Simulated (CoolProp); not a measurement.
Vapour-liquid equilibrium of cyclopropane (1) + R134a (2) at 27.95 °C; x and y are mole fractions of (1).

Computed with CoolProp (multi-fluid Helmholtz-energy mixture model, Polt 1992 and Tillner-Roth 1994; pair parameters Bell 2016). This equation is an older, rougher fit; its heat capacities, sound speeds and derivatives of the liquid may be far off and weren't checked against measurements.

**Question.** Give the bubble pressure and the first vapour's composition at x = 0.65, 0.8, 0.95. Is there an azeotrope?

**Answer.** x = 0.65: 1.014 MPa, y = 0.603; x = 0.8: 0.9720 MPa, y = 0.701; x = 0.95: 0.8545 MPa, y = 0.886. y crosses x between x = 0.5 and 0.65: the model has an azeotrope there.

The pair parameters rest on a limited set of measurements; away from them the model extrapolates.
